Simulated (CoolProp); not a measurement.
Properties of hydrogen chloride at several states.

Computed with CoolProp (reference Helmholtz-energy equation of state, Thol 2018).

```csv
T (K),p (kPa),phase,density (kg/m³),cp (kJ/(kg K)),speed of sound (m/s),Joule-Thomson coefficient (K/MPa),fugacity coefficient
404.1,71.3,gas,0.7750,0.8021,358.7,8.230,0.9984
664.2,1920,gas,12.76,0.8330,458.6,3.245,0.9933
591.6,43700,supercritical,350.8,1.207,503.8,1.327,0.8466
182.3,2430,liquid,1202,1.652,1126,-0.3198,0.03025
478.9,1970,gas,18.51,0.8384,387.0,5.871,0.9744
380.7,20,gas,0.2305,0.8003,348.4,9.227,0.9994
```
